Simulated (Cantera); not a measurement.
Input (Python, Cantera) and output of one run.

```python
import numpy as np
import cantera as ct

gas_names = """
    CL CLO CL2 H HCL HOCL HO2 H2 H2O H2O2 O OH O2 O3
""".split()
cond_names = """
    H2O(s) H2O(L)
""".split()


def load(file, names, dense=False):
    # The tables refer to 1 bar. Condensed volumes are neglected.
    table = {s.name: s for s in ct.Species.list_from_file(file)}
    out = []
    for n in names:
        d = dict(table[n].input_data)
        d["thermo"] = dict(d["thermo"], **{"reference-pressure": 1e5})
        if dense:
            d["equation-of-state"] = {"model": "constant-volume", "density": "1e6 g/cm^3"}
        out.append(ct.Species.from_dict(d))
    return out


gas = ct.Solution(thermo="ideal-gas", species=load("nasa_gas.yaml", gas_names))
cond = {s.name: ct.Solution(thermo="fixed-stoichiometry", species=[s], name=s.name)
        for s in load("nasa_condensed.yaml", cond_names, dense=True)}
atoms = {
    'HCl': {'H': 1, 'CL': 1},
    'O2': {'O': 2},
}
top_T = {}  # K; cautious upper limits of use, not melting points


def equilibrate(T, P, feed):
    n = {}
    for name, mol in feed.items():
        for a, k in atoms[name].items():
            n[a] = n.get(a, 0.0) + k * mol
    gas.TPX = T, P, n
    mass = sum(n.values()) * gas.mean_molecular_weight
    gas.equilibrate("TP")
    valid = [c for c in cond.values() if c.min_temp <= T <= top_T.get(c.name, c.max_temp)]
    mix = ct.Mixture([(gas, mass / gas.mean_molecular_weight)] + [(c, 0.0) for c in valid])
    mix.T, mix.P = T, P
    mix.equilibrate("TP", solver="vcs", rtol=1e-11, max_steps=5000)
    return mix


results = []
feed = {'HCl': 1, 'O2': 0.87}  # mol
P = 1000  # Pa
for T in [1250, 1350, 1450, 1550, 1650, 1750, 1850, 1950, 2050, 2150, 2250, 2350, 2450, 2550]:
    mix = equilibrate(T, P, feed)
    results.append((T, P, feed, dict(zip(mix.species_names, mix.species_moles))))
    x = sorted(zip(gas.X, gas.species_names), reverse=True)
    print(f"T = {T:g} K  P = {P:g} Pa  gas = {mix.phase_moles(0):.4g} mol")
    print("   x: " + "  ".join(f"{s} {v:.3e}" for v, s in x if v > 1e-05))
    print("   condensed (mol): " + ("  ".join(f"{mix.phase(i).name} {mix.phase_moles(i):.4g}"
          for i in range(1, mix.n_phases) if mix.phase_moles(i) > 1e-12) or "none"))
```

It prints:

```
T = 1250 K  P = 1000 Pa  gas = 1.848 mol
   x: HCL 4.652e-01  O2 4.519e-01  H2O 3.801e-02  CL2 3.111e-02  CL 1.376e-02  CLO 3.318e-05  OH 1.357e-05
   condensed (mol): none
T = 1350 K  P = 1000 Pa  gas = 1.863 mol
   x: HCL 4.654e-01  O2 4.491e-01  H2O 3.566e-02  CL 2.804e-02  CL2 2.163e-02  CLO 5.705e-05  OH 4.188e-05
   condensed (mol): none
T = 1450 K  P = 1000 Pa  gas = 1.88 mol
   x: HCL 4.566e-01  O2 4.439e-01  CL 4.809e-02  H2O 3.762e-02  CL2 1.359e-02  OH 1.166e-04  CLO 8.413e-05  O 1.338e-05
   condensed (mol): none
T = 1550 K  P = 1000 Pa  gas = 1.897 mol
   x: HCL 4.398e-01  O2 4.367e-01  CL 7.164e-02  H2O 4.356e-02  CL2 7.836e-03  OH 2.988e-04  CLO 1.094e-04  O 5.172e-05
   condensed (mol): none
T = 1650 K  P = 1000 Pa  gas = 1.913 mol
   x: O2 4.281e-01  HCL 4.172e-01  CL 9.683e-02  H2O 5.248e-02  CL2 4.368e-03  OH 7.020e-04  O 1.694e-04  CLO 1.308e-04
   condensed (mol): none
T = 1750 K  P = 1000 Pa  gas = 1.928 mol
   x: O2 4.186e-01  HCL 3.908e-01  CL 1.228e-01  H2O 6.315e-02  CL2 2.452e-03  OH 1.509e-03  O 4.840e-04  CLO 1.483e-04  H2 3.256e-05  H 1.327e-05
   condensed (mol): none
T = 1850 K  P = 1000 Pa  gas = 1.944 mol
   x: O2 4.081e-01  HCL 3.623e-01  CL 1.492e-01  H2O 7.447e-02  OH 2.982e-03  CL2 1.411e-03  O 1.232e-03  CLO 1.623e-04  H2 9.880e-05  H 5.355e-05
   condensed (mol): none
T = 1950 K  P = 1000 Pa  gas = 1.961 mol
   x: O2 3.966e-01  HCL 3.327e-01  CL 1.753e-01  H2O 8.551e-02  OH 5.459e-03  O 2.843e-03  CL2 8.358e-04  H2 2.659e-04  H 1.869e-04  CLO 1.732e-04
   condensed (mol): none
T = 2050 K  P = 1000 Pa  gas = 1.981 mol
   x: O2 3.837e-01  HCL 3.029e-01  CL 2.007e-01  H2O 9.536e-02  OH 9.330e-03  O 6.028e-03  H2 6.422e-04  H 5.749e-04  CL2 5.096e-04  CLO 1.809e-04
   condensed (mol): none
T = 2150 K  P = 1000 Pa  gas = 2.005 mol
   x: O2 3.688e-01  HCL 2.731e-01  CL 2.247e-01  H2O 1.031e-01  OH 1.497e-02  O 1.187e-02  H 1.582e-03  H2 1.406e-03  CL2 3.187e-04  CLO 1.854e-04
   condensed (mol): none
T = 2250 K  P = 1000 Pa  gas = 2.038 mol
   x: O2 3.508e-01  CL 2.467e-01  HCL 2.434e-01  H2O 1.075e-01  OH 2.263e-02  O 2.185e-02  H 3.938e-03  H2 2.812e-03  CL2 2.037e-04  CLO 1.863e-04
   condensed (mol): none
T = 2350 K  P = 1000 Pa  gas = 2.084 mol
   x: O2 3.286e-01  CL 2.659e-01  HCL 2.135e-01  H2O 1.075e-01  O 3.785e-02  OH 3.221e-02  H 8.947e-03  H2 5.146e-03  CLO 1.834e-04  CL2 1.324e-04
   condensed (mol): none
T = 2450 K  P = 1000 Pa  gas = 2.15 mol
   x: O2 3.013e-01  CL 2.816e-01  HCL 1.831e-01  H2O 1.016e-01  O 6.186e-02  OH 4.302e-02  H 1.863e-02  H2 8.595e-03  CLO 1.762e-04  CL2 8.707e-05
   condensed (mol): none
T = 2550 K  P = 1000 Pa  gas = 2.246 mol
   x: CL 2.929e-01  O2 2.682e-01  HCL 1.520e-01  O 9.555e-02  H2O 8.911e-02  OH 5.349e-02  H 3.553e-02  H2 1.298e-02  CLO 1.645e-04  CL2 5.753e-05
   condensed (mol): none
```

Cantera equilibrium calculation (NASA polynomials, part measured and part estimated; ideal gas, pure solids and liquids).
